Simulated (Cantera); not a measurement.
Input: 1 mol SiCl₄, 3.2 mol HCl, 1.2 mol H₂, at 1348.15 K and 5.30 bar.

Equilibrium computed with Cantera from the NASA thermochemical tables; the gas is ideal and each condensed phase is pure. Candidate condensed phases: Si; 19 gas species. The tables' values for SiCl₃ are old estimates; treat these amounts as uncertain. Kinetics and transport are ignored.

Base state: HCl 0.598, H₂ 0.217, SiCl₄ 0.180, SiHCl₃ 0.00371, SiCl₃ 0.00163, SiCl₂ 7.46e-5, SiH₂Cl₂ 1.12e-5 (mole fractions); condensed: gas only.

Task: What changes in the equilibrium state with this change: temperature from 1348.15 K to 648.15 K?

Result: 
| species | before | after |
|---|---|---|
| HCl | 0.598 | 0.593 |
| H₂ | 0.217 | 0.222 |
| SiCl₄ | 0.180 | 0.185 |
| SiCl₃ | 0.00163 | <1e-9 |
| SiCl₂ | 7.46e-5 | <1e-9 |
